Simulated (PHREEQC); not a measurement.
Dissolve 120 mmol/kgw HF, 46 mmol/kgw NH4HF2 and 1.7 mmol/kgw H4SiO4 at 92 °C. Closed to the air; pH follows from the charge balance.

All values are PHREEQC results (ion-association model, phreeqc.dat), not measurements.

This is a speciation only: nothing precipitates in the calculation.

Question: Order these F species by the share of F that they hold, largest first: HF, HF2-, SiF6-2, F-.

Answer: HF (67 %), HF2- (15 %), F- (13 %), SiF6-2 (4.8 %)

The pH is 2.94 and the ionic strength 0.0491 mol/kgw. Species that the database lacks are ignored. Away from 25 °C the constants follow the database's enthalpies or fits; those with neither stay at their 25 °C values. SiF6-2 is the database's only silicon fluoride.
